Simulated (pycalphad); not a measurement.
Phase fractions of Al-3.63Si-2.03Fe (at.%)

CALPHAD calculation (pycalphad, COST 507 light-alloy database (1999)), 1 atm. These are 1990s assessments: newer ones move some temperatures and phases. Phase fractions are per mole of atoms.

```
T (K)  liquid  AL13FE4    fcc  ALFESI_ALPHA  ALFESI_BETA  diamond (Si)
-----  ------  -------  -----  ------------  -----------  ------------
1000    1.000        -      -             -            -             -
950     0.973    0.027      -             -            -             -
900     0.647        -  0.276         0.077            -             -
800         -        -  0.857             -        0.135         0.008
750         -        -    [?]             -        0.135           [?]
700         -        -    [?]             -        0.135           [?]
650         -        -  0.850             -        0.135         0.014
600         -        -  0.849             -        0.135         0.015
550         -        -  0.849             -        0.135         0.016
500         -        -  0.849             -        0.135         0.016
```

Task: Fill in the missing entries.

Result: 
- 750, fcc: 0.854
- 750, diamond (Si): 0.011
- 700, fcc: 0.852
- 700, diamond (Si): 0.013

Database names, with the compositions (at.%) that they take in these runs: AL13FE4: Al 76 Fe 24; ALFESI_ALPHA: Al 73 Fe 19 Si 8; ALFESI_BETA: Al 70 Si 15 Fe 15.
